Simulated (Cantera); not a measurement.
Charge: 1 mol Si₃N₄, 0.4 mol Si, 0.22 mol H₂, held at 0.0188 Torr.

Equilibrium computed with Cantera from the NASA thermochemical tables; the gas is ideal and each condensed phase is pure. Candidate condensed phases: Si, Si₃N₄; 31 gas species. Ions and electrons are included (thermal ionisation). Kinetics and transport are ignored. All values below are at 4500 K.

Base state: N 0.399, Si 0.347, e- 0.0753, Si+ 0.0753, H 0.0546, N₂ 0.0491 (mole fractions); condensed: gas only.

What changes in the equilibrium state with this change: 0.25 mol Cl₂ added?


| species | before | after |
|---|---|---|
| N | 0.399 | 0.378 |
| Si | 0.347 | 0.323 |
| Si+ | 0.0753 | 0.0727 |
| Cl | 0 | 0.0582 |
| N₂ | 0.0491 | 0.0440 |
| H | 0.0546 | 0.0512 |
| e- | 0.0753 | 0.0727 |
Further candidate phases: NH₄Cl.
